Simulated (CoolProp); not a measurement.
Model: reference Helmholtz-energy equation of state, Setzmann 1991, in CoolProp.

Question: For methane, give the phase and the cp (kJ/(kg K)), viscosity (µPa s), Prandtl number at -11.05 °C and 3.7 MPa; 260.05 °C and 9.29 MPa.

Answer: 
- -11.05 °C and 3.7 MPa: gas; cp 2.54, viscosity 10.7, Prandtl number 0.832
- 260.05 °C and 9.29 MPa: supercritical; cp 3.15, viscosity 18.9, Prandtl number 0.756

Viscosity comes from a separate model (Quiñones-Cisneros 2006). Thermal conductivity comes from a separate model (Friend 1989).
